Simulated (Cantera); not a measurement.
Feed: 1 mol N2O, 0.06 mol H2O, 0.16 mol H2, at 2848 K and 10000 Pa.

Cantera equilibrium calculation (NASA polynomials, part measured and part estimated; ideal gas, pure solids and liquids). Candidate condensed phases: H2O; 24 gas species. The numbers say what is thermodynamically allowed, not how fast it happens.

Base state: N2 0.541, O2 0.177, O 0.0870, H2O 0.0659, OH 0.0519, H 0.0348, NO 0.0299, H2 0.0130 (mole fractions); condensed: gas only.

Question: What changes in the equilibrium state with this change: 0.025 mol HCl added?

Answer: 
```csv
species,before,after
N2,0.541,0.531
O2,0.177,0.172
O,0.0870,0.0858
Cl,0,0.00879
H2,0.0130,0.0134
NO,0.0299,0.0292
H2O,0.0659,0.0673
H,0.0348,0.0354
OH,0.0519,0.0521
HCl,0,0.00484
ClO,0,1.10e-5
HO2,1.28e-5,1.26e-5
N,1.15e-5,1.14e-5
```
Further candidate phases: NH4Cl.

Question: What changes in the equilibrium state with this change: pressure from 10000 Pa to 730000 Pa?

Answer: 
| species | before | after |
|---|---|---|
| N2 | 0.541 | 0.583 |
| O2 | 0.177 | 0.224 |
| H2O | 0.0659 | 0.116 |
| O | 0.0870 | 0.0115 |
| H | 0.0348 | 0.00174 |
| H2 | 0.0130 | 0.00238 |
| OH | 0.0519 | 0.0250 |
| NO | 0.0299 | 0.0350 |
| NO2 | 5.65e-6 | 6.36e-5 |
| N | 1.15e-5 | 1.40e-6 |

Question: What changes in the equilibrium state with this change: temperature from 2848 K to 2973.15 K?

Answer: 
| species | before | after |
|---|---|---|
| N2 | 0.541 | 0.516 |
| O2 | 0.177 | 0.152 |
| O | 0.0870 | 0.127 |
| H | 0.0348 | 0.0566 |
| H2O | 0.0659 | 0.0458 |
| H2 | 0.0130 | 0.0152 |
| OH | 0.0519 | 0.0555 |
| NO | 0.0299 | 0.0318 |
| N | 1.15e-5 | 2.66e-5 |
| HO2 | 1.28e-5 | 1.21e-5 |
